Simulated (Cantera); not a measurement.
Charge: 1 mol Si2Cl6, a varied amount of NH3, 0.58 mol H2, equilibrated at 10.0 Torr.

These are equilibrium values from Cantera (NASA tables, ideal gas, pure condensed phases), not measurements of a reactor. Candidate condensed phases: NH4Cl, Si, Si3N4; 28 gas species. The feed counts by its element totals alone. Mutual solubility and eutectic melting of coexisting phases are not modelled. The tables' values for SiCl3 are old estimates. The numbers say what is thermodynamically allowed, not how fast it happens.

Stable condensed phases, one row left out:

```
T in K \ n(NH3) in mol
         0.18 0.24 0.32 0.42 0.55 0.72 0.95  1.2  1.6  2.1  2.8
   1900     A    A    A    A    A    A    A    A    A    A    A
   1800     A    A    A    A    A    A    A    A    A    A    A
   1700     A    A    A    A    A    A    A    A    A    A    A
   1600     A    A    A    A    A    A    A    A    B    B    B
   1500     A    A    A    B    B    B    B    B    B    B    B
   1300     B    B    B    B    B    B    B    B    B    B    B
   1200     C    C    C    C    B    B    B    B    B    B    B
   1100     C    C    C    C    C    B    B    B    B    B    B
   1000     C    C    C    C    C    B    B    B    B    B    B
```

A: gas only; B: Si3N4; C: Si + Si3N4.

**Question.** Give the row for 1400 K.

**Answer.** 0.18: Si3N4; 0.24: Si3N4; 0.32: Si3N4; 0.42: Si3N4; 0.55: Si3N4; 0.72: Si3N4; 0.95: Si3N4; 1.2: Si3N4; 1.6: Si3N4; 2.1: Si3N4; 2.8: Si3N4.
